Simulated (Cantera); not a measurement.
Feed: 1 mol Si₃N₄, 600 mol H₂, held at 1000 Pa.

Cantera equilibrium calculation (NASA polynomials, part measured and part estimated; ideal gas, pure solids and liquids). Candidate condensed phases: Si, Si₃N₄; 18 gas species. Mutual solubility and eutectic melting of coexisting phases are not modelled. Gases not in the tables: Si₂H₆ and higher silanes. Equilibrium is a limit: real reactors are often held back by kinetics, nucleation or transport.

log p: log10 of the partial pressure in bar; n: condensed amount in mol.

| T (K) | log p H₂ | log p N₂ | log p H | log p Si | log p SiH₂ | n Si(s) | n Si₃N₄(s) | n Si(l) |
|---|---|---|---|---|---|---|---|---|
| 1423 | -2.00 | -5.02 | -6.18 | -8.82 | -8.28 | … | 0.712 | 0 |
| 1473 | -2.00 | -4.56 | -5.90 | -8.26 | -7.98 | … | 0.170 | 0 |
| 1523 | -2.00 | -4.48 | -5.64 | -7.74 | -7.70 | 3.00 | 0 | 0 |
| 1573 | -2.00 | -4.48 | -5.39 | -7.26 | -7.44 | 2.99 | 0 | 0 |
| 1623 | -2.00 | -4.48 | -5.16 | -6.81 | -7.19 | 2.98 | 0 | 0 |
| 1673 | -2.00 | -4.48 | -4.94 | -6.38 | -6.96 | 2.96 | 0 | 0 |
| 1723 | -2.00 | -4.48 | -4.74 | -6.01 | -6.77 | … | 0 | 2.92 |

Fill in the missing entries.


- 1423, n Si(s): 0.862
- 1473, n Si(s): 2.49
- 1723, n Si(s): 0
